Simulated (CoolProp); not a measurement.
Vapour pressure (kPa) of octamethyltrisiloxane (MDM): the reference equation beside estimates from Tc = 565.4 K, pc = 1438 kPa, ω = 0.528. Clausius-Clapeyron is anchored at 424.7 K with a constant enthalpy of vaporisation of 36.19 kJ/mol.

Values from CoolProp's reference Helmholtz-energy equation of state, Thol 2017.

| T (K) | reference | Lee-Kesler | Clausius-Clapeyron | Redlich-Kwong | Soave-Redlich-Kwong | Peng-Robinson |
|---|---|---|---|---|---|---|
| 412 | 69.88 | 69.21 | 72.10 | 174.9 | 69.28 | 69.59 |
| 418.4 | 83.51 | 82.70 | 84.74 | 197.7 | 82.86 | 83.02 |
| 424.7 | 98.88 | 97.91 | 98.88 | 222.0 | 98.19 | 98.15 |
| 431 | 116.4 | 115.2 | 114.9 | 248.3 | 115.7 | 115.4 |
| 437.4 | 136.5 | 135.1 | 133.2 | 277.3 | 135.8 | 135.2 |
| 443.7 | 158.8 | 157.2 | 153.4 | 308.0 | 158.2 | 157.3 |
| 450 | 183.8 | 182.0 | 175.9 | 341.0 | 183.4 | 182.1 |
| 456.3 | 211.6 | 209.6 | 201.1 | 376.3 | 211.6 | 209.8 |
| 462.7 | 243.2 | 240.9 | 229.4 | 414.7 | 243.5 | 241.2 |
| 469 | 277.6 | 275.1 | 260.3 | 455.1 | 278.4 | 275.6 |
| 475.3 | 315.5 | 312.8 | 294.4 | 498.0 | 317.0 | 313.6 |
| 481.7 | 358.0 | 355.0 | 332.5 | 544.4 | 360.2 | 356.3 |
| 488 | 403.9 | 400.7 | 373.6 | 592.8 | 407.1 | 402.5 |

Absolute difference from the reference over all 13 rows, mean and median: Lee-Kesler 0.9 and 1.0 %, Clausius-Clapeyron 4.2 and 4.3 %, Redlich-Kwong 90.5 and 85.5 %, Soave-Redlich-Kwong 0.5 and 0.5 %, Peng-Robinson 0.7 and 0.7 %.
